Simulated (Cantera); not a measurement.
A perfectly stirred reactor is fed with 20.0 % H2, 10.7 % O2, 69.3 % N2, at 3000 Torr; it is adiabatic with a 673 K inlet, and is followed from long to short residence time, starting on the burning branch (τ in s: 0.061, 0.032, 0.017, 0.0086, 0.0045, 0.0023, 0.0012, 0.00063, 0.00033, 0.00017, 8.9e-05).

Model: the H2/O2 subset of GRI-Mech 3.0, which has no nitrogen chemistry, integrated in Cantera. The hydrogen kinetics of GRI-Mech 3.0 are dated; newer H2 mechanisms differ, most at raised pressure.

One state of this run: T (K) = 2137; x H2 = 0.00167; x O2 = 0.00738; x H2O2 = 1.40e-7; x H = 0.000130; x H2O = 0.219. x: mole fraction; the columns are a selection and need not sum to one.

Q: Which value of τ (s) does it belong to?
(A) 0.061
(B) 8.9e-5
(C) 0.0012
(D) 0.032

A: D, 0.032
